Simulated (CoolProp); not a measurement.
Vapour-liquid equilibrium of propylene (1) + R152A (2) at 324.5 K; x and y are mole fractions of (1).

Values from CoolProp's multi-fluid Helmholtz-energy mixture model, Lemmon 2013 and Outcalt 1996; pair parameters Bell 2016.

Problem. Give the bubble pressure and the first vapour's composition at x = 0.2, 0.65, 0.725. Is there an azeotrope?

Solution. x = 0.2: 1.612 MPa, y = 0.335; x = 0.65: 2.092 MPa, y = 0.702; x = 0.725: 2.127 MPa, y = 0.754. y crosses x between x = 0.8 and 0.875: the model has an azeotrope there.

The pair parameters rest on a limited set of measurements; away from them the model extrapolates.
